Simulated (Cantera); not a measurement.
A closed system holds: 1 mol MgO, 0.025 mol C, 0.17 mol H₂, equilibrated at 2625 K and 0.120 bar.

Method: chemical equilibrium by Gibbs-energy minimisation in Cantera with the NASA 1993 tables (ideal gas, pure condensed phases). Candidate condensed phases: C, C₆H₆, C₇H₈, C₈H₁₈, H₂O, Mg, MgCO₃, MgO, Mg(OH)₂; 116 gas species. The tables' values for MgH are old estimates; treat these amounts as uncertain. The numbers say what is thermodynamically allowed, not how fast it happens.

### Question
What is the equilibrium state?

### Answer
```json
{
  "x(H₂)": "0.394",
  "x(Mg)": "0.262",
  "x(H₂O)": "0.161",
  "x(CO)": "0.0832",
  "x(H)": "0.0769",
  "x(OH)": "0.00744",
  "x(MgOH)": "0.00637",
  "x(CO₂)": "0.00518",
  "x(MgO)": "0.00191",
  "n(MgO(s))": "0.923 mol",
  "gas_amount": "0.2829 mol",
  "log10 activity of Mg(l) (absent)": "-3.73",
  "log10 activity of C(graphite) (absent)": "-6.35"
}
```
